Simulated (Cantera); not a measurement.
# Adiabatic ignition

An adiabatic, constant-pressure homogeneous reactor starts with CO : H₂ : O₂ : N₂ : H₂O = 1 : 1.4 : 2.86 : 25.1 : 2 (molar parts), equivalence ratio 0.42, at 1000 K and 200000 Pa.

Cantera simulation using GRI-Mech 3.0 (53 species, 325 reactions); the numbers are that mechanism's predictions, not measurements.

| t (s) | T (K) | x CO | x H₂ | x O₂ | x NO₂ | x H₂O | x NO | x CO₂ |
|---|---|---|---|---|---|---|---|---|
| 5.00e-6 | 1000 | 0.0309 | 0.0433 | 0.0884 | <1e-12 | 0.0618 | <1e-12 | 3.13e-11 |
| 1.31e-5 | 1000 | 0.0309 | 0.0433 | 0.0884 | <1e-12 | 0.0618 | <1e-12 | 9.01e-11 |
| 3.43e-5 | 1000 | 0.0309 | 0.0433 | 0.0884 | <1e-12 | 0.0618 | <1e-12 | 2.71e-10 |
| 9.00e-5 | 1000 | 0.0309 | 0.0433 | 0.0884 | <1e-12 | 0.0618 | <1e-12 | 8.42e-10 |
| 0.000236 | 1000 | 0.0309 | 0.0433 | 0.0884 | <1e-12 | 0.0618 | <1e-12 | 2.92e-9 |
| 0.000618 | 1000 | 0.0309 | 0.0433 | 0.0884 | <1e-12 | 0.0618 | <1e-12 | 1.30e-8 |
| 0.00162 | 1000 | 0.0309 | 0.0433 | 0.0884 | <1e-12 | 0.0618 | <1e-12 | 8.82e-8 |
| 0.00424 | 1000 | 0.0309 | 0.0433 | 0.0884 | <1e-12 | 0.0618 | <1e-12 | 1.43e-6 |
| 0.0111 | 1002 | 0.0308 | 0.0430 | 0.0882 | <1e-12 | 0.0620 | <1e-12 | 8.78e-5 |
| 0.0291 | 1561 | 1.87e-6 | 1.61e-6 | 0.0533 | 2.60e-9 | 0.109 | 8.07e-7 | 0.0321 |
| 0.0763 | 1561 | 1.17e-6 | 1.39e-6 | 0.0533 | 2.60e-9 | 0.109 | 8.17e-7 | 0.0321 |
| 0.200 | 1561 | 1.17e-6 | 1.39e-6 | 0.0533 | 2.66e-9 | 0.109 | 8.37e-7 | 0.0321 |
x: mole fraction; the columns are a selection and need not sum to one.

The time of steepest temperature rise is 19.4 ms and the temperature at 0.200 s is 1561 K. The equilibrium temperature is 1559 K. The x(CO) at 0.200 s is 1.17e-6 (gas-phase equilibrium 1.14e-6), the x(H₂) at 0.200 s is 1.39e-6 (gas-phase equilibrium 1.37e-6) and the x(O₂) at 0.200 s is 0.0533 (gas-phase equilibrium 0.0528).
